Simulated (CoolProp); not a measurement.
n-perfluorohexane along the isobar 1.01 bar: fugacity coefficient from the reference equation and from simpler models built on Tc = 174.9 °C, pc = 17.42 bar, ω = 0.497; each cubic takes its own stable root.

The numbers come from the reference Helmholtz-energy equation of state, Gao 2022 in CoolProp.

| T (°C) | phase | reference | Redlich-Kwong | Soave-Redlich-Kwong | Peng-Robinson |
|---|---|---|---|---|---|
| -73.45 | liquid | 0.0002138 | 0.006889 | 0.0002408 | 0.0002972 |
| -59.95 | liquid | 0.0009541 | 0.01928 | 0.001029 | 0.001212 |
| -46.45 | liquid | 0.003425 | 0.04616 | 0.003582 | 0.004066 |
| -32.95 | liquid | 0.01029 | 0.09745 | 0.01055 | 0.01161 |
| -19.45 | liquid | 0.02671 | 0.1856 | 0.02701 | 0.02901 |
| -5.95 | liquid | 0.06130 | 0.3249 | 0.06154 | 0.06476 |
| 7.55 | liquid | 0.1269 | 0.5296 | 0.1269 | 0.1314 |
| 21.05 | liquid | 0.2406 | 0.8132 | 0.2405 | 0.2457 |
| 34.55 | liquid | 0.4230 | 0.9441 | 0.4235 | 0.4280 |

At some of these states Redlich-Kwong gives the other phase, because its saturation line lies elsewhere.
